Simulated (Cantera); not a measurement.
Charge: 1 mol B₂O₃, 12 mol HF, 0.34 mol H₂, 1.6 mol F₂, equilibrated at 1598.15 K and 10.0 mbar.

These are equilibrium values from Cantera (NASA tables, ideal gas, pure condensed phases), not measurements of a reactor. Candidate condensed phases: B, B₂O₃, B₃O₃H₃, H₂O; 43 gas species. Gases not in the tables: H₃BO₃. The numbers say what is thermodynamically allowed, not how fast it happens.

Base state: HF 0.792, BOF 0.0841, BF₃ 0.0494, O₂ 0.0424, H₂O 0.0306, HBO₂ 0.00116, OH 0.000205, BOF₂ 5.43e-5 (mole fractions); condensed: gas only.

What changes in the equilibrium state with this change: temperature from 1598.15 K to 1025 K?


| species | before | after |
|---|---|---|
| HF | 0.792 | 0.678 |
| BF₃ | 0.0494 | 0.147 |
| H₂O | 0.0306 | 0.128 |
| BOF | 0.0841 | 7.56e-5 |
| O₂ | 0.0424 | 0.0464 |
| O | 2.92e-5 | <1e-9 |
| OH | 0.000205 | 4.54e-7 |
| HBO₂ | 0.00116 | 3.48e-6 |
| BOF₂ | 5.43e-5 | 7.13e-7 |

What changes in the equilibrium state with this change: F₂ from 1.6 to 2.1 mol?


```json
[
 {"species": "HF", "before": "0.792", "after": "0.795"},
 {"species": "BF₃", "before": "0.0494", "after": "0.0672"},
 {"species": "BOF", "before": "0.0841", "after": "0.0630"},
 {"species": "O₂", "before": "0.0424", "after": "0.0575"},
 {"species": "H₂O", "before": "0.0306", "after": "0.0170"},
 {"species": "HBO₂", "before": "0.00116", "after": "0.000480"},
 {"species": "F", "before": "7.25e-6", "after": "1.05e-5"},
 {"species": "OH", "before": "0.000205", "after": "0.000164"},
 {"species": "O", "before": "2.92e-5", "after": "3.40e-5"},
 {"species": "BOF₂", "before": "5.43e-5", "after": "5.91e-5"}
]
```

What changes in the equilibrium state with this change: B₂O₃ replaced by CuO?


| species | before | after |
|---|---|---|
| HF | 0.792 | 0.859 |
| CuF₂ | 0 | 0.0631 |
| F | 7.25e-6 | 0.0398 |
| BOF | 0.0841 | 0 |
| BF₃ | 0.0494 | 0 |
| H₂O | 0.0306 | 1.07e-9 |
| O₂ | 0.0424 | 0.0338 |
| CuF | 0 | 0.00459 |
| HBO₂ | 0.00116 | 0 |
| BOF₂ | 5.43e-5 | 0 |
| OH | 0.000205 | 3.61e-8 |
| O | 2.92e-5 | 2.61e-5 |
Further candidate phases: Cu, CuF₂, CuO, Cu(OH)₂, Cu₂O.
